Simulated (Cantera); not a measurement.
## Thermodynamics of silicon oxide and oxynitride deposition, feed Si2H6 + O2 + H2 + N2O

A closed system holds: 1 mol Si2H6, 1.6 mol O2, 0.37 mol H2, 15 mol N2O, held at 1948 K and 26000 Pa.

Cantera equilibrium calculation (NASA polynomials, part measured and part estimated; ideal gas, pure solids and liquids). Candidate condensed phases: H2O, Si, SiO2, Si2N2O, Si3N4; 35 gas species. The feed counts by its element totals alone. The tables hold silica as quartz up to 1696 K and as liquid above; real silica turns to tridymite and cristobalite and melts near 1996 K. Gases not in the tables: Si(OH)4. Rates play no part.

| Item | Value |
|---|---|
| x(N2) | 0.627 |
| x(O2) | 0.224 |
| x(H2O) | 0.140 |
| x(NO) | 0.00609 |
| x(OH) | 0.00265 |
| x(O) | 0.000412 |
| x(H2) | 0.000112 |
| x(H) | 2.35e-5 |
| x(NO2) | 6.07e-6 |
| n(SiO2(condensed)) | 2.00 mol |
| gas amount | 23.81 mol |
| log10 activity of Si(l) (absent) | -13.80 |
